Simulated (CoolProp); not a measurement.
Vapour-liquid equilibrium of R143a (1) + R152A (2) at 175.1 K; x and y are mole fractions of (1).

Computed with CoolProp (multi-fluid Helmholtz-energy mixture model, Lemmon and Jacobsen 2000 and Outcalt 1996; pair parameters Bell 2016).

```csv
x,"bubble pressure, mixture model (bar)","bubble pressure, Raoult's law (bar)","y, mixture model","y, Raoult's law"
0.05,0.009613,0.008687,0.300,0.227
0.15,0.01405,0.01193,0.567,0.496
0.25,0.01783,0.01517,…,0.651
0.35,0.02116,0.01841,0.770,0.750
0.45,…,0.02165,0.824,0.820
0.55,…,0.02489,…,0.872
0.65,0.02977,0.02813,…,0.912
0.75,0.03248,0.03137,0.931,0.944
0.85,0.03522,0.03461,…,0.969
0.95,…,0.03785,0.987,0.991
```

### Question
What belongs in the gaps?

### Answer

- 0.25, y, mixture model: 0.694
- 0.45, bubble pressure, mixture model (bar): 0.02419
- 0.55, bubble pressure, mixture model (bar): 0.02703
- 0.55, y, mixture model: 0.866
- 0.65, y, mixture model: 0.900
- 0.85, y, mixture model: 0.960
- 0.95, bubble pressure, mixture model (bar): 0.03803

The largest gap from Raoult's law is +17.8 % in bubble pressure, at x = 0.15. No azeotrope shows between x = 0.05 and 0.95.

The pair parameters rest on a limited set of measurements; away from them the model extrapolates.
